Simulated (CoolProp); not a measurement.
Vapour-liquid equilibrium of m-xylene (1) + n-decane (2) at 470.6 K; x and y are mole fractions of (1).

The numbers come from the multi-fluid Helmholtz-energy mixture model, Zhou 2012 and Lemmon 2006; pair parameters Bell 2016 in CoolProp.

```json
[
 {"x": "0.05", "bubble pressure, mixture model (MPa)": "0.1882", "bubble pressure, Raoult's law (MPa)": "0.1876", "y, mixture model": "0.100", "y, Raoult's law": "0.104"},
 {"x": "0.15", "bubble pressure, mixture model (MPa)": "0.2098", "bubble pressure, Raoult's law (MPa)": "0.2089", "y, mixture model": "0.268", "y, Raoult's law": "0.280"},
 {"x": "0.25", "bubble pressure, mixture model (MPa)": "0.2309", "bubble pressure, Raoult's law (MPa)": "0.2301", "y, mixture model": "0.405", "y, Raoult's law": "0.423"},
 {"x": "0.35", "bubble pressure, mixture model (MPa)": "0.2518", "bubble pressure, Raoult's law (MPa)": "0.2513", "y, mixture model": "0.520", "y, Raoult's law": "0.542"},
 {"x": "0.45", "bubble pressure, mixture model (MPa)": "0.2724", "bubble pressure, Raoult's law (MPa)": "0.2725", "y, mixture model": "0.620", "y, Raoult's law": "0.643"},
 {"x": "0.55", "bubble pressure, mixture model (MPa)": "0.2932", "bubble pressure, Raoult's law (MPa)": "0.2937", "y, mixture model": "0.707", "y, Raoult's law": "0.729"},
 {"x": "0.65", "bubble pressure, mixture model (MPa)": "0.3141", "bubble pressure, Raoult's law (MPa)": "0.3150", "y, mixture model": "0.785", "y, Raoult's law": "0.803"},
 {"x": "0.75", "bubble pressure, mixture model (MPa)": "0.3352", "bubble pressure, Raoult's law (MPa)": "0.3362", "y, mixture model": "0.855", "y, Raoult's law": "0.868"},
 {"x": "0.85", "bubble pressure, mixture model (MPa)": "0.3566", "bubble pressure, Raoult's law (MPa)": "0.3574", "y, mixture model": "0.917", "y, Raoult's law": "0.926"},
 {"x": "0.95", "bubble pressure, mixture model (MPa)": "0.3783", "bubble pressure, Raoult's law (MPa)": "0.3786", "y, mixture model": "0.974", "y, Raoult's law": "0.977"}
]
```

The largest gap from Raoult's law is +0.4 % in bubble pressure, at x = 0.15. No azeotrope shows between x = 0.05 and 0.95.

Pair parameters are fitted to limited data, so mixtures are less certain than the pure fluids.
